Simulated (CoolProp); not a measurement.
Model: reference Helmholtz-energy equation of state, Lemmon 2006, in CoolProp. It is a short technical equation, of lower accuracy than the large ones.

Problem. For acetone, give the phase and the cp (kJ/(kg K)), cv (kJ/(kg K)) at 263.9 K and 2.39 bar; 516.4 K and 0.48 bar.

Solution. 
- 263.9 K and 2.39 bar: liquid; cp 2.07, cv 1.50
- 516.4 K and 0.48 bar: gas; cp 1.91, cv 1.77
